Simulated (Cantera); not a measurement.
Thermodynamics of oxide etching and cleaning by halides, feed SiO2 + SiCl4 + O2

Input: 1 mol SiO2, 1.9 mol SiCl4, 4 mol O2, held at 1100 K and 26000 Pa.

Cantera equilibrium calculation (NASA polynomials, part measured and part estimated; ideal gas, pure solids and liquids). Candidate condensed phases: Si, SiO2; 15 gas species. Kinetics and transport are ignored.

| Item | Value |
|---|---|
| x(Cl2) | 0.642 |
| x(O2) | 0.355 |
| x(Cl) | 0.00238 |
| x(ClO) | 3.51e-5 |
| n(SiO2(β-quartz)) | 2.90 mol |
| gas amount | 5.907 mol |
| log10 activity of Si(s) (absent) | -32.81 |
